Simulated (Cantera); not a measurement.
# Pyrogenic steam for wet oxidation

An isothermal, constant-pressure homogeneous reactor starts with 6.94 % H2, 8.46 % O2, 84.6 % N2, at 1400 K and 100.0 Torr.

Model: GRI-Mech 3.0 (53 species, 325 reactions), integrated in Cantera. The temperature is held fixed by assumption; the heat of reaction is taken as removed at once.

```
t (s)         x H2    x O2     x NO2    x HO2      x NO
--------  --------  ------  --------  -------  --------
5.00e-6     0.0694  0.0846    <1e-12  6.86e-9    <1e-12
1.26e-5     0.0694  0.0846    <1e-12  1.72e-8    <1e-12
3.16e-5     0.0694  0.0846    <1e-12  4.34e-8    <1e-12
7.93e-5     0.0694  0.0846    <1e-12  1.13e-7    <1e-12
0.000199    0.0689  0.0844    <1e-12  1.61e-6  3.38e-12
0.000501   0.00672  0.0518  4.66e-11  2.78e-6   1.69e-6
0.00126    0.00572  0.0516  2.25e-10  2.83e-6   7.21e-6
0.00316    0.00371  0.0512  5.45e-10  2.83e-6   1.28e-5
0.00795    0.00131  0.0512   1.37e-9  2.41e-6   1.49e-5
0.0200    0.000231  0.0515   4.96e-9  1.18e-6   1.52e-5
0.0502     3.54e-5  0.0516   1.25e-8  2.99e-7   1.52e-5
0.126      7.33e-6  0.0517   1.57e-8  7.49e-8   1.52e-5
0.317      2.04e-6  0.0517   1.46e-8  2.68e-8   1.52e-5
0.796      7.47e-7  0.0517   1.60e-8  1.70e-8   1.52e-5
2.00       4.29e-7  0.0517   1.95e-8  1.61e-8   1.52e-5
```
x: mole fraction; the columns are a selection and need not sum to one.

Equilibrium at this temperature and pressure: H2 3.94e-7, O2 0.0515, NO2 5.09e-7, HO2 1.61e-8, NO 0.000380 (gas phase only).
